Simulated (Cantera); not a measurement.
A closed system holds: 1 mol SiH2Cl2, 0.3 mol Cl2, 130 mol N2, held at 1375 K and 10.0 Torr.

Method: chemical equilibrium by Gibbs-energy minimisation in Cantera with the NASA 1993 tables (ideal gas, pure condensed phases). Candidate condensed phases: NH4Cl, Si, Si3N4; 28 gas species. N2 is the only nitrogen source here; it is nearly inert below about 1500 K, so the nitride shown seldom forms there in practice. The tables' values for SiCl3 are old estimates; treat these amounts as uncertain. Kinetics and transport are ignored.

Base state: N2 0.983, HCl 0.0129, SiCl2 0.00166, H2 0.00113, SiCl4 0.000540, SiCl3 0.000442 (mole fractions); condensed: Si3N4(s).

### Question
What changes in the equilibrium state with this change: N2 from 130 to 43 mol?

### Answer
```csv
species,before,after
N2,0.983,0.952
HCl,0.0129,0.0363
H2,0.00113,0.00418
SiCl2,0.00166,0.00365
SiHCl3,3.03e-6,1.87e-5
SiCl4,0.000540,0.00255
"Si3N4(s), mol",0.217,0.220
```

### Question
What changes in the equilibrium state with this change: temperature from 1375 K to 1273 K?

### Answer
| species | before | after |
|---|---|---|
| N2 | 0.983 | 0.984 |
| HCl | 0.0129 | 0.0134 |
| SiCl4 | 0.000540 | 0.00122 |
| SiCl2 | 0.00166 | 0.000355 |
| SiCl3 | 0.000442 | 0.000257 |
| H2 | 0.00113 | 0.000906 |
| Si3N4(s), mol | 0.217 | 0.253 |

### Question
What changes in the equilibrium state with this change: temperature from 1375 K to 1750 K?

### Answer
| species | before | after |
|---|---|---|
| N2 | 0.983 | 0.982 |
| SiCl2 | 0.00166 | 0.00720 |
| H2 | 0.00113 | 0.00500 |
| HCl | 0.0129 | 0.00497 |
| Si | <1e-9 | 4.94e-5 |
| SiCl | 1.25e-8 | 4.71e-5 |
| Si3N4(s), mol | 0.217 | 0.00934 |
The tables' values for SiCl, SiCl3 are old estimates; treat these amounts as uncertain.
